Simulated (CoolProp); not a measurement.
Cyclopropane along the isobar 1.72 MPa: Z from the reference equation and from simpler models built on Tc = 125.5 °C, pc = 5.605 MPa, ω = 0.131; each cubic takes its own stable root.

Values from CoolProp's reference Helmholtz-energy equation of state, Polt 1992. This equation is an older, rougher fit; its heat capacities, sound speeds and derivatives of the liquid may be far off and weren't checked against measurements.

```csv
T (°C),phase,reference,Soave-Redlich-Kwong,Peng-Robinson
35.35,liquid,0.04668,0.05109,0.04507
50.35,liquid,0.04654,0.05153,0.04543
65.25,gas,0.7813,0.7968,0.7837
80.25,gas,0.8191,0.8269,0.8143
95.15,gas,0.8470,0.8509,0.8387
110.15,gas,0.8686,0.8706,0.8588
125.05,gas,0.8856,0.8869,0.8755
140.05,gas,0.8995,0.9007,0.8898
154.95,gas,0.9108,0.9124,0.9019
169.95,gas,0.9202,0.9226,0.9124
184.85,gas,0.9280,0.9313,0.9215
199.85,gas,0.9347,0.9390,0.9295
```
